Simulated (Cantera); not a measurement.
Charge: 1 mol Si, 0.014 mol O2, 380 mol N2, equilibrated at 11.0 mbar.

These are equilibrium values from Cantera (NASA tables, ideal gas, pure condensed phases), not measurements of a reactor. Candidate condensed phases: Si, SiO2, Si2N2O, Si3N4; 16 gas species. The numbers say what is thermodynamically allowed, not how fast it happens.

Over these rows the condensed part is Si3N4(s). Partial pressures as log10 of bar:

| T (K) | 1000/T (1/K) | log p Si | log p N2 |
|---|---|---|---|
| 1650 | 0.6061 | -7.37 | -1.96 |
| 1675 | 0.5970 | -7.05 | -1.96 |
| 1700 | 0.5882 | -6.73 | -1.96 |
| 1725 | 0.5797 | -6.43 | -1.96 |
| 1750 | 0.5714 | ? | -1.96 |
| 1775 | 0.5634 | -5.84 | -1.96 |

**Question.** Fit log p(Si) = a + b·(1000/T) to the five rows, give the apparent enthalpy, and predict the row at 1750 K.

**Answer.** Means: 1000/T = 0.5869, log p = -6.684. Sxy = -0.038590, Sxx = 0.0010764, so b = -35.85 and a = -6.684 − (-35.85)×0.5869 = 14.36.
Apparent enthalpy: −19.145 × (-35.85) = 686 kJ/mol. With the condensed phases at unit activity, 1/3 Si3N4(s) = Si(g) + 2/3 N2(g) links this pressure to the main gases: over the six rows their terms move log p by +0.00 in all, so the slope is close to that reaction's ΔH°. The five rows lie within 0.01 of the line.
Prediction at 1750 K: 14.36 + (-35.85)×0.5714 = -6.12. The computed value is -6.13, 0.01 from the line.
